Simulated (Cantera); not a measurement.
A closed system holds: 1 mol TEOS, 6.1 mol H₂O, 0.21 mol H₂, 5.1 mol CO₂, at 500 K and 4.43 Torr.

Method: chemical equilibrium by Gibbs-energy minimisation in Cantera with the NASA 1993 tables (ideal gas, pure condensed phases). Candidate condensed phases: C, C₆H₆, C₇H₈, C₈H₁₈, H₂O, Si, SiC, SiO₂; 123 gas species. The feed counts by its element totals alone. The numbers say what is thermodynamically allowed, not how fast it happens.

**Question.** What is the equilibrium state?

**Answer.** 
```json
{
 "x(H₂O)": "0.575",
 "x(CO₂)": "0.217",
 "x(CH₄)": "0.118",
 "x(H₂)": "0.0894",
 "x(CO)": "0.000246",
 "n(C(graphite))": "7.02 mol",
 "n(SiO₂(α-quartz))": "1.00 mol",
 "gas_amount": "18.12 mol",
 "log10 activity of C₇H₈(l) (absent)": "-32.32",
 "log10 activity of Si(s) (absent)": "-41.47"
}
```
